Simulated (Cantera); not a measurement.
A closed system holds: 1 mol FeS, 1.7 mol O₂, 26 mol N₂, equilibrated at 950 °C and 10.0 Torr.

Equilibrium computed with Cantera from the NASA thermochemical tables; the gas is ideal and each condensed phase is pure. Candidate condensed phases: Fe, FeO, FeS, FeSO₄, FeS₂, Fe₂O₃, Fe₂(SO₄)₃, Fe₃O₄, S; 19 gas species. Mutual solubility and eutectic melting of coexisting phases are not modelled. Rates play no part.

Base state: N₂ 0.963, SO₂ 0.0370, O₂ 8.04e-5 (mole fractions); condensed: Fe₂O₃(s) + Fe₃O₄(s).

Problem. What changes in the equilibrium state with this change: FeS replaced by Fe₂O₃?

Solution. 
```
species         before     after
-------------  -------  --------
N₂               0.963     0.939
O₂             8.04e-5    0.0613
NO             5.03e-6  0.000137
SO₂             0.0370         0
Fe₂O₃(s), mol    0.186      1.00
Fe₃O₄(s), mol    0.209         0
```
